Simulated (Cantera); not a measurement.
Feed: 1 mol CH3SiH3, 0.027 mol C2H4, 4.6 mol H2, 0.39 mol CH4, equilibrated at 2575 K and 92.0 mbar.

Equilibrium computed with Cantera from the NASA thermochemical tables; the gas is ideal and each condensed phase is pure. Candidate condensed phases: C, C6H6, C7H8, C8H18, Si, SiC; 87 gas species. The feed counts by its element totals alone. Gases not in the tables: Si2H6 and higher silanes. The numbers say what is thermodynamically allowed, not how fast it happens.

Base state: H2 0.843, H 0.105, Si 0.0253, C2H2 (acetylene) 0.0124, SiC2 0.00808, Si2C 0.00436, SiH 0.00167, SiH2 0.000318 (mole fractions); condensed: C(graphite) + SiC(s).

Q: What changes in the equilibrium state with this change: CH3SiH3 replaced by SiCl4?

A: 
```csv
species,before,after
H2,0.843,0.464
HCl,0,0.298
H,0.105,0.0778
SiCl2,0,0.0702
Cl,0,0.0351
SiCl,0,0.0107
C2H2 (acetylene),0.0124,0.00682
Si,0.0253,0.0234
SiCl3,0,0.000454
C2HCl,0,5.66e-5
"C(graphite), mol",0.430,0.173
"SiC(s), mol",0.587,0
```
The tables' values for SiCl, SiCl3 are old estimates; treat these amounts as uncertain.

Q: What changes in the equilibrium state with this change: temperature from 2575 K to 2325 K?

A: 
| species | before | after |
|---|---|---|
| H2 | 0.843 | 0.957 |
| H | 0.105 | 0.0355 |
| C2H2 (acetylene) | 0.0124 | 0.00468 |
| Si | 0.0253 | 0.00194 |
| Si3 | 1.02e-5 | 1.71e-7 |
| C3 | 1.68e-5 | 2.87e-7 |
| SiC | 1.68e-5 | 3.41e-7 |
| Si2 | 0.000214 | 6.02e-6 |
| SiC2 | 0.00808 | 0.000292 |
| C(graphite), mol | 0.430 | 0.381 |
| SiC(s), mol | 0.587 | 0.975 |
